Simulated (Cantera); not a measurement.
Mixture: CH4 : O2 : N2 : CO2 = 1 : 1.54 : 5.78 : 0.076 (molar parts), equivalence ratio 1.3, at 10.0 bar, adiabatic and at constant volume. Ignition delay is the time to a rise of 400 K.

Computed with Cantera and GRI-Mech 3.0 (53 species, 325 reactions).

Question: Predict: delay at 1100 K; delay at 1175 K; delay at 1250 K; delay at 1325 K; delay at 1400 K; delay at 1475 K; apparent activation energy between 1325 and 1475 K.

Answer: delay at 1100 K: 19.3 ms
delay at 1175 K: 7.10 ms
delay at 1250 K: 2.83 ms
delay at 1325 K: 1.20 ms
delay at 1400 K: 0.535 ms
delay at 1475 K: 0.250 ms
apparent activation energy between 1325 and 1475 K: 170 kJ/mol
